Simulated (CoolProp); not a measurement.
The fluid at 293.15 K and 10 MPa is throttled through a valve to 5.25 MPa with no heat exchange. The same conditions are run with several fluids, on thermodynamics alone (safety and materials aside).

The numbers come from the reference Helmholtz-energy equation of state of each fluid (R245ca: Zhou 2016; hydrogen sulfide: Lemmon 2006; hydrogen chloride: Thol 2018; isobutane: Bücker 2006; R152A: Outcalt 1996) in CoolProp.

| fluid | temperature change (K) | final density (kg/m³) |
|---|---|---|
| R245ca | +1.3 | 1410 |
| hydrogen sulfide | +0.5 | 795 |
| hydrogen chloride | -1.6 | 856 |
| isobutane | +1.6 | 564 |
| R152A | +0.9 | 925 |
